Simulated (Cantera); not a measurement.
A perfectly stirred reactor is fed with 9.38 % CH4, 17.1 % O2, 64.2 % N2, 9.38 % CO2, at 1000000 Pa; it is adiabatic with a 598 K inlet, and is followed from long to short residence time, starting on the burning branch (τ in s: 0.035, 0.017, 0.0082, 0.004, 0.0019, 0.00092, 0.00044, 0.00021, 0.0001, 4.9e-05, 2.4e-05, 1.1e-05, 5.5e-06).

Model: GRI-Mech 3.0 (53 species, 325 reactions), integrated in Cantera.

Predict: blow-out, bracketed by the residence times tried; x(CH4) at τ = 35.0 ms; x(O2) at τ = 35.0 ms; x(CO2) at τ = 35.0 ms; x(H2) at τ = 35.0 ms; x(C2H2) at τ = 35.0 ms; x(CH4) at τ = 0.440 ms; x(O2) at τ = 0.440 ms; x(CO2) at τ = 0.440 ms; x(H2) at τ = 0.440 ms; x(C2H2) at τ = 0.440 ms.


| Quantity | Value |
|---|---|
| blow-out, bracketed by the residence times tried | burning at 0.100 ms, out at 49.0 µs |
| x(CH4) at τ = 35.0 ms | 9.39e-6 |
| x(O2) at τ = 35.0 ms | 0.000388 |
| x(CO2) at τ = 35.0 ms | 0.156 |
| x(H2) at τ = 35.0 ms | 0.00608 |
| x(C2H2) at τ = 35.0 ms | 2.34e-8 |
| x(CH4) at τ = 0.440 ms | 0.000145 |
| x(O2) at τ = 0.440 ms | 0.00459 |
| x(CO2) at τ = 0.440 ms | 0.148 |
| x(H2) at τ = 0.440 ms | 0.00765 |
| x(C2H2) at τ = 0.440 ms | 1.46e-6 |
